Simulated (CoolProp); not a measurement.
Vapour-liquid equilibrium of nitrogen (1) + methane (2) at 422 kPa; x and y are mole fractions of (1).

The numbers come from the multi-fluid Helmholtz-energy mixture model, Span 2000 and Setzmann 1991; pair parameters Kunz 2012 in CoolProp.

Give the bubble temperature and the first vapour's composition at x = 0.275, 0.875, 0.95. Is there an azeotrope?

x = 0.275: 104.3 K, y = 0.886; x = 0.875: 93.4 K, y = 0.988; x = 0.95: 92.5 K, y = 0.995. No azeotrope shows between x = 0.05 and 0.95.

Pair parameters are fitted to limited data, so mixtures are less certain than the pure fluids.
